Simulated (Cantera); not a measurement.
# Ignition delay

Mixture: CO : H2 : O2 : N2 = 1 : 0.15 : 0.575 : 3.91 (molar parts), at 1.50 bar, adiabatic and at constant pressure. Ignition delay is the time to a rise of 400 K.

Computed with Cantera and GRI-Mech 3.0 (53 species, 325 reactions). Where the delays flatten at high temperature, the 400 K rule measures the pace of heat release, not the induction time.

| T0 (K) | delay (ms) |
|---|---|
| 1275 | 0.0910 |
| 1375 | 0.0740 |
| 1475 | 0.0672 |
| 1575 | 0.0665 |
| 1675 | 0.0700 |
| 1775 | 0.0766 |
| 1875 | 0.0856 |
